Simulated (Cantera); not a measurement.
**Premixed flame**

A freely propagating, adiabatic, planar premixed flame of H₂ : O₂ : N₂ = 1 : 0.794 : 3.25 (molar parts), unburnt at 700 K and 760 Torr; unity-Lewis-number transport, grid criteria slope 0.08 and curve 0.16, no radiation.

Computed with Cantera and the H2/O2 subset of GRI-Mech 3.0, which has no nitrogen chemistry. Unity Lewis numbers drop preferential diffusion, which matters most where H2 and H carry the flame. Burning velocities carry a grid error of a few per cent, more on coarse grids. Lean hydrogen flames are cellular in practice and burn faster than this planar one.

```csv
z (mm),T (K),u (m/s),x H₂,x O₂,x O,x OH,x HO₂,x H₂O₂
-0.997,700,4.60,0.198,0.157,<1e-8,<1e-8,<1e-8,<1e-8
-0.665,700,4.60,0.198,0.157,<1e-8,<1e-8,7.43e-8,<1e-8
-0.499,700,4.60,0.198,0.157,<1e-8,<1e-8,5.11e-7,<1e-8
-0.332,701,4.61,0.198,0.157,1.06e-7,<1e-8,7.98e-6,1.51e-7
-0.166,744,4.88,0.193,0.155,3.39e-5,3.62e-5,0.000162,3.46e-6
-0.0831,934,6.05,0.164,0.141,0.000738,0.000625,0.000152,6.02e-6
0,1277,8.08,0.0818,0.103,0.00654,0.00440,8.20e-5,6.11e-6
0.0831,1515,9.43,0.0294,0.0753,0.0136,0.00960,4.88e-5,3.61e-6
0.166,1642,10.1,0.0190,0.0681,0.0143,0.0118,3.68e-5,2.08e-6
0.332,1780,10.9,0.0149,0.0653,0.0116,0.0131,2.69e-5,1.09e-6
0.665,1908,11.5,0.0108,0.0637,0.00795,0.0131,1.80e-5,6.09e-7
1.33,2010,12.0,0.00656,0.0630,0.00464,0.0114,1.06e-5,3.74e-7
2.66,2079,12.4,0.00330,0.0629,0.00227,0.00873,5.79e-6,2.43e-7
```
x: mole fraction of selected species; z is measured from the peak of heat release.

The laminar burning velocity is 460 cm/s. The thermal thickness is 0.332 mm, the peak x(O) is 0.0146 and the peak x(OH) is 0.0133. The peak x(HO₂) is 0.000188 and the peak x(H₂O₂) is 6.21e-6.
